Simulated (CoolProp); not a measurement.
Computed with CoolProp (reference Helmholtz-energy equation of state, Thol 2021).

Problem. Give the vapour pressure (kPa), enthalpy of vaporisation (kJ/kg), liquid cp (kJ/(kg K)) of saturated chlorine at 262.3, 278.3, 287.4 K.

Solution. 
```
T (K)  p (kPa)  enthalpy of vaporisation (kJ/kg)  liquid cp (kJ/(kg K))
-----  -------  --------------------------------  ---------------------
262.3      254                               273                  0.952
278.3      434                               263                  0.967
287.4      573                               256                  0.977
```
